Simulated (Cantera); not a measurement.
Input: 1 mol Si, 0.75 mol Cl2, 2.9 mol H2, at 1550 K and 0.100 bar.

Equilibrium computed with Cantera from the NASA thermochemical tables; the gas is ideal and each condensed phase is pure. Candidate condensed phases: Si; 19 gas species. The tables' values for SiCl3 are old estimates; treat these amounts as uncertain. Equilibrium is a limit: real reactors are often held back by kinetics, nucleation or transport.

Base state: H2 0.726, HCl 0.152, SiCl2 0.106, SiCl3 0.0109, SiCl4 0.00313, SiHCl3 0.00184, SiH2Cl2 0.000176, H 8.48e-5 (mole fractions); condensed: Si(s).

Question: What changes in the equilibrium state with this change: temperature from 1550 K to 1148 K?

Answer: 
```
species      before    after
----------  -------  -------
H2            0.726    0.835
SiCl4       0.00313   0.0729
HCl           0.152   0.0540
SiCl2         0.106  0.00767
SiHCl3      0.00184   0.0226
SiCl3        0.0109  0.00712
Cl          1.42e-5  1.18e-8
H           8.48e-5  2.07e-7
Si(s), mol    0.559    0.631
```
